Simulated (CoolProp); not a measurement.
Model: reference Helmholtz-energy equation of state, de Reuck 1993, in CoolProp.

Q: For methanol, give the phase and the cp (kJ/(kg K)), speed of sound (m/s), Prandtl number at 247.25 °C and 10.6 MPa; 253.45 °C and 10.6 MPa; 284.45 °C and 10.6 MPa.

A: 
- 247.25 °C and 10.6 MPa: supercritical; cp 9.59, speed of sound 284, Prandtl number 3.08
- 253.45 °C and 10.6 MPa: supercritical; cp 20.4, speed of sound 222, Prandtl number 5.31
- 284.45 °C and 10.6 MPa: supercritical; cp 6.29, speed of sound 297, Prandtl number 1.68

Viscosity comes from a separate model (Xiang 2006). Thermal conductivity comes from a separate model (Sykioti 2013).
